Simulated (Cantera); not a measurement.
An isothermal plug-flow reactor at 975 K and 4.93 atm (inlet), inlet velocity 1.6 m/s, active area per volume 1000 1/m; feed CH₄ : O₂ : N₂ : H₂O = 0.0028 : 0.019 : 0.79 : 0.089 (molar parts), equivalence ratio 0.29.

Cantera simulation using Deutschmann's 1995 Pt surface mechanism with GRI-Mech 3.0 gas chemistry; the numbers are that mechanism's predictions, not measurements. Catalytic surfaces can have several steady states; this one follows from the mechanism file's or the stated starting coverage. Mass transfer to the wall is taken as infinitely fast.

x: gas mole fraction; θ: surface coverage.

```
z (m)         x CH₄    x O₂   x H₂O       x CO₂     x CO  θ free Pt   θ O*   θ OH*
-------  ----------  ------  ------  ----------  -------  ---------  -----  ------
0.00054     0.00306  0.0210  0.0989     4.67e-5  1.28e-6      0.166  0.821  0.0128
0.0012      0.00300  0.0209  0.0990    0.000104  1.32e-6      0.167  0.820  0.0128
0.0025      0.00289  0.0207  0.0992  (withheld)  1.27e-6      0.167  0.820  0.0128
0.0054   (withheld)  0.0202  0.0997  (withheld)  1.17e-6      0.168  0.819  0.0129
0.012       0.00217  0.0192   0.101    0.000923  9.66e-7      0.170  0.817  0.0130
0.025       0.00144  0.0178   0.102     0.00164  6.59e-7      0.173  0.814  0.0132
0.054      0.000543  0.0160   0.104     0.00251  3.17e-7      0.177  0.810  0.0134
```

Some entries are withheld; supply them.


- 0.0025, x CO₂: 0.000216
- 0.0054, x CH₄: 0.00265
- 0.0054, x CO₂: 0.000451
